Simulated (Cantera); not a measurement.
# Thermodynamics of silicon etching in halogen gases, feed Si + HF + H2

Charge: 1 mol Si, 17 mol HF, 80 mol H2, equilibrated at 523 K and 29.0 Pa.

Method: chemical equilibrium by Gibbs-energy minimisation in Cantera with the NASA 1993 tables (ideal gas, pure condensed phases). Candidate condensed phases: Si; 25 gas species. Equilibrium is a limit: real reactors are often held back by kinetics, nucleation or transport.

| Property | Value |
|---|---|
| x(H2) | 0.854 |
| x(HF) | 0.135 |
| x(SiF4) | 0.0104 |
| gas amount | 96.00 mol |
| log10 activity of Si(s) (absent) | -38.65 |
